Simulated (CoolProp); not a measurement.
Vapour pressure (MPa) of R1233zd(E): the reference equation beside estimates from Tc = 438.9 K, pc = 3.583 MPa, ω = 0.304. Clausius-Clapeyron is anchored at 370.1 K with a constant enthalpy of vaporisation of 18.96 kJ/mol.

Computed with CoolProp (reference Helmholtz-energy equation of state, Akasaka 2022).

```tsv
T (K)	reference	Lee-Kesler	Clausius-Clapeyron	Redlich-Kwong	Soave-Redlich-Kwong
349.1	0.5958	0.6000	0.6740	0.8461	0.6025
352.6	0.6498	0.6542	0.7192	0.9084	0.6575
356.1	0.7073	0.7120	0.7664	0.9737	0.7162
359.6	0.7686	0.7736	0.8157	1.042	0.7788
363.1	0.8338	0.8390	0.8671	1.114	0.8453
366.6	0.9030	0.9083	0.9207	1.189	0.9160
370.1	0.9765	0.9819	0.9765	1.267	0.9910
373.6	1.054	1.060	1.035	1.349	1.071
377.1	1.137	1.142	1.095	1.434	1.155
380.6	1.224	1.229	1.157	1.523	1.244
384.1	1.316	1.321	1.222	1.616	1.337
387.6	1.413	1.418	1.290	1.712	1.436
```

Absolute difference from the reference over all 12 rows, mean and median: Lee-Kesler 0.6 and 0.6 %, Clausius-Clapeyron 5.9 and 5.8 %, Redlich-Kwong 31.0 and 30.7 %, Soave-Redlich-Kwong 1.4 and 1.5 %.
